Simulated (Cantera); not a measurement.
A Cantera script and what it prints.

```python
import numpy as np
import cantera as ct

gas_names = """
    C CH CH2 CH3 CH2OH CH3O CH4 CH3OH CO CO2 COOH C2 C2H CHCO,ketyl C2H2,acetylene C2H2,vinylidene
    CH2CO,ketene C2H3,vinyl CH3CO,acetyl C2H4 C2H4O,ethylen CH3CHO,ethanal CH3COOH (HCOOH)2 C2H5 C2H6
    CH3OCH3 C2H5OH C2O C3 C3H3,propargyl C3H4,allene C3H4,propyne C3H4,cyclo- C3H5,allyl C3H6,propylene
    C3H6,cyclo- C3H6O C3H7,n-propyl C3H7,i-propyl C3H8 C3H8O,1propanol C3H8O,2propanol C3O2 C4 C4H2
    C4H4,1,3-cyclo- C4H6,butadiene C4H6,2-butyne C4H6,cyclo- C4H8,1-butene C4H8,cis2-buten
    C4H8,tr2-butene C4H8,isobutene C4H8,cyclo- (CH3COOH)2 C4H9,n-butyl C4H9,i-butyl C4H9,s-butyl
    C4H9,t-butyl C4H10,isobutane C4H10,n-butane C5 C5H6,1,3cyclo- C5H8,cyclo- C5H10,1-pentene
    C5H10,cyclo- C5H11,pentyl C5H11,t-pentyl C5H12,n-pentane C5H12,i-pentane CH3C(CH3)2CH3 C6H2
    C6H5,phenyl C6H5O,phenoxy C6H6 C6H5OH,phenol C6H10,cyclo- C6H12,1-hexene C6H12,cyclo- C6H13,n-hexyl
    C7H7,benzyl C7H8 C7H8O,cresol C7H14,1-heptene C7H15,n-heptyl C7H16,n-heptane C8H8,styrene
    C8H10,ethylbenz C8H16,1-octene C8H17,n-octyl C8H18,isooctane C8H18,n-octane C9H19,n-nonyl
    C10H8,naphthale C10H21,n-decyl C12H9,o-bipheny C12H10,bipheny H HCO HO2 H2 HCHO,formaldehy HCOOH H2O
    H2O2 O OH O2 O3 Pb PbO Pb2
""".split()
cond_names = """
    C(gr) C6H6(L) C7H8(L) C8H18(L),n-octa H2O(s) H2O(L) Pb(cr) Pb(L) PbO(rd) PbO(yw) PbO(L) PbO2(s)
    Pb3O4(s)
""".split()


def load(file, names, dense=False):
    # The tables refer to 1 bar. Condensed volumes are neglected.
    table = {s.name: s for s in ct.Species.list_from_file(file)}
    out = []
    for n in names:
        d = dict(table[n].input_data)
        d["thermo"] = dict(d["thermo"], **{"reference-pressure": 1e5})
        if dense:
            d["equation-of-state"] = {"model": "constant-volume", "density": "1e6 g/cm^3"}
        out.append(ct.Species.from_dict(d))
    return out


gas = ct.Solution(thermo="ideal-gas", species=load("nasa_gas.yaml", gas_names))
cond = {s.name: ct.Solution(thermo="fixed-stoichiometry", species=[s], name=s.name)
        for s in load("nasa_condensed.yaml", cond_names, dense=True)}
atoms = {
    'PbO': {'Pb': 1, 'O': 1},
    'CO': {'C': 1, 'O': 1},
    'H2': {'H': 2},
}
top_T = {'C(gr)': 4500, 'Pb3O4(s)': 820}  # K; cautious upper limits of use, not melting points


def equilibrate(T, P, feed):
    n = {}
    for name, mol in feed.items():
        for a, k in atoms[name].items():
            n[a] = n.get(a, 0.0) + k * mol
    gas.TPX = T, P, n
    mass = sum(n.values()) * gas.mean_molecular_weight
    gas.equilibrate("TP")
    valid = [c for c in cond.values() if c.min_temp <= T <= top_T.get(c.name, c.max_temp)]
    mix = ct.Mixture([(gas, mass / gas.mean_molecular_weight)] + [(c, 0.0) for c in valid])
    mix.T, mix.P = T, P
    mix.equilibrate("TP", solver="vcs", rtol=1e-11, max_steps=5000)
    return mix


results = []
feed = {'PbO': 1, 'CO': 0.052, 'H2': 0.13}  # mol
P = 1000  # Pa
for T in [1023, 1073, 1123, 1173, 1223, 1273, 1323, 1373, 1423, 1473, 1523, 1573, 1623]:
    mix = equilibrate(T, P, feed)
    results.append((T, P, feed, dict(zip(mix.species_names, mix.species_moles))))
    x = sorted(zip(gas.X, gas.species_names), reverse=True)
    print(f"T = {T:g} K  P = {P:g} Pa  gas = {mix.phase_moles(0):.4g} mol")
    print("   x: " + "  ".join(f"{s} {v:.3e}" for v, s in x if v > 1e-05))
    print("   condensed (mol): " + ("  ".join(f"{mix.phase(i).name} {mix.phase_moles(i):.4g}"
          for i in range(1, mix.n_phases) if mix.phase_moles(i) > 1e-12) or "none"))
```

Output:

```
T = 1023 K  P = 1000 Pa  gas = 0.1825 mol
   x: H2O 7.122e-01  CO2 2.849e-01  Pb 2.666e-03  H2 1.138e-04  PbO 6.431e-05  CO 3.483e-05
   condensed (mol): Pb(L) 0.1815  PbO(yw) 0.818
T = 1073 K  P = 1000 Pa  gas = 0.1834 mol
   x: H2O 7.087e-01  CO2 2.835e-01  Pb 7.308e-03  PbO 2.909e-04  H2 1.341e-04  CO 4.952e-05
   condensed (mol): Pb(L) 0.1806  PbO(yw) 0.818
T = 1123 K  P = 1000 Pa  gas = 0.1856 mol
   x: H2O 7.003e-01  CO2 2.801e-01  Pb 1.827e-02  PbO 1.144e-03  H2 1.552e-04  CO 6.785e-05
   condensed (mol): Pb(L) 0.1786  PbO(yw) 0.8178
T = 1173 K  P = 1000 Pa  gas = 0.1908 mol
   x: H2O 6.812e-01  CO2 2.725e-01  Pb 4.218e-02  PbO 3.861e-03  H2 1.809e-04  CO 9.206e-05
   condensed (mol): Pb(L) 0.1739  PbO(L) 0.8173
T = 1223 K  P = 1000 Pa  gas = 0.2026 mol
   x: H2O 6.415e-01  CO2 2.566e-01  Pb 9.075e-02  PbO 1.085e-02  H2 2.183e-04  CO 1.275e-04
   condensed (mol): Pb(L) 0.1635  PbO(L) 0.8159
T = 1273 K  P = 1000 Pa  gas = 0.2308 mol
   x: H2O 5.629e-01  CO2 2.251e-01  Pb 1.836e-01  PbO 2.796e-02  H2 2.420e-04  CO 1.602e-04  Pb2 1.378e-05
   condensed (mol): Pb(L) 0.1395  PbO(L) 0.8116
T = 1323 K  P = 1000 Pa  gas = 0.3129 mol
   x: H2O 4.152e-01  Pb 3.516e-01  CO2 1.660e-01  PbO 6.675e-02  H2 2.223e-04  CO 1.649e-04  Pb2 4.067e-05
   condensed (mol): Pb(L) 0.07182  PbO(L) 0.7972
T = 1373 K  P = 1000 Pa  gas = 0.4276 mol
   x: Pb 4.254e-01  H2O 3.039e-01  PbO 1.489e-01  CO2 1.215e-01  H2 1.328e-04  CO 1.093e-04  Pb2 4.864e-05  O2 4.597e-05  OH 1.568e-05
   condensed (mol): PbO(L) 0.7544
T = 1423 K  P = 1000 Pa  gas = 0.531 mol
   x: Pb 3.440e-01  PbO 3.126e-01  H2O 2.447e-01  CO2 9.788e-02  O2 6.745e-04  H2 6.024e-05  CO 5.460e-05  OH 4.545e-05  Pb2 2.635e-05
   condensed (mol): PbO(L) 0.6514
T = 1473 K  P = 1000 Pa  gas = 1.109 mol
   x: PbO 6.215e-01  Pb 1.976e-01  H2O 1.172e-01  CO2 4.689e-02  O2 1.670e-02  OH 1.119e-04  H2 1.188e-05  CO 1.176e-05
   condensed (mol): PbO(L) 0.09188
T = 1523 K  P = 1000 Pa  gas = 1.217 mol
   x: PbO 6.137e-01  Pb 2.076e-01  H2O 1.067e-01  CO2 4.269e-02  O2 2.905e-02  OH 1.898e-04  CO 1.722e-05  H2 1.603e-05
   condensed (mol): none
T = 1573 K  P = 1000 Pa  gas = 1.232 mol
   x: PbO 5.825e-01  Pb 2.290e-01  H2O 1.053e-01  CO2 4.217e-02  O2 4.062e-02  OH 3.087e-04  CO 2.906e-05  H2 2.509e-05  O 2.105e-05
   condensed (mol): none
T = 1623 K  P = 1000 Pa  gas = 1.249 mol
   x: PbO 5.476e-01  Pb 2.529e-01  H2O 1.038e-01  O2 5.352e-02  CO2 4.158e-02  OH 4.818e-04  CO 4.827e-05  O 4.400e-05  H2 3.886e-05
   condensed (mol): none
```

Cantera equilibrium calculation (NASA polynomials, part measured and part estimated; ideal gas, pure solids and liquids). Each liquid is taken as pure. Mutual solubility and eutectic melting of coexisting phases are not modelled. Gases not in the tables: (PbO)n polymers.
